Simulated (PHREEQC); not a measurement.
Dissolve 0.01 mol/kgw Ca(NO3)2 at 25 °C. Closed to the air; pH follows from the charge balance.

Equilibrium calculation in PHREEQC: ion-association model, phreeqc.dat.

No solid was allowed to form.

Predict the specific conductance.

specific conductance 2220 µS/cm.

Species that the database lacks are ignored.
